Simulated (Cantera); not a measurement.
## Premixed flame

A freely propagating, adiabatic, planar premixed flame of 9.51 % CH4, 19.0 % O2, 71.5 % N2, equivalence ratio 1.0, unburnt at 500 K and 1.50 bar; multicomponent+Soret transport, grid criteria slope 0.08 and curve 0.16, no radiation.

Detailed kinetics in Cantera: GRI-Mech 3.0 (53 species, 325 reactions). Burning velocities carry a grid error of a few per cent, more on coarse grids.

| z (mm) | T (K) | u (m/s) | x CH4 | x O2 | x HO2 | x CH3 | x O | x CO |
|---|---|---|---|---|---|---|---|---|
| -0.804 | 500 | 0.803 | 0.0950 | 0.190 | 5.20e-8 | <1e-8 | <1e-8 | 2.33e-6 |
| -0.536 | 502 | 0.806 | 0.0947 | 0.190 | 6.50e-7 | 9.96e-8 | <1e-8 | 2.94e-5 |
| -0.402 | 509 | 0.819 | 0.0937 | 0.189 | 3.86e-6 | 5.47e-7 | <1e-8 | 0.000177 |
| -0.268 | 566 | 0.914 | 0.0887 | 0.186 | 3.22e-5 | 5.24e-6 | 3.11e-8 | 0.00152 |
| -0.134 | 963 | 1.57 | 0.0636 | 0.153 | 0.000152 | 0.000255 | 7.33e-6 | 0.0139 |
| -0.0670 | 1386 | 2.29 | 0.0353 | 0.111 | 0.000186 | 0.00163 | 0.000100 | 0.0309 |
| 0 | 1785 | 2.98 | 0.00801 | 0.0610 | 0.000107 | 0.00198 | 0.000824 | 0.0476 |
| 0.0670 | 1947 | 3.24 | 0.000485 | 0.0335 | 1.89e-5 | 0.000213 | 0.00271 | 0.0453 |
| 0.134 | 1998 | 3.32 | 1.45e-5 | 0.0246 | 9.17e-6 | 7.24e-6 | 0.00355 | 0.0366 |
| 0.268 | 2059 | 3.40 | 2.48e-8 | 0.0198 | 6.62e-6 | 1.42e-8 | 0.00330 | 0.0282 |
| 0.536 | 2132 | 3.50 | <1e-8 | 0.0166 | 4.61e-6 | <1e-8 | 0.00247 | 0.0235 |
| 1.07 | 2208 | 3.61 | <1e-8 | 0.0136 | 2.98e-6 | <1e-8 | 0.00160 | 0.0201 |
| 2.14 | 2271 | 3.70 | <1e-8 | 0.0108 | 1.94e-6 | <1e-8 | 0.000968 | 0.0165 |
x: mole fraction of selected species; z is measured from the peak of heat release.

The laminar burning velocity is 80.2 cm/s. The thermal thickness is 0.268 mm. The peak x(HO2) is 0.000188 and the peak x(CH3) is 0.00246. The peak x(O) comes out as 0.00358 and the peak x(CO) is 0.0490.
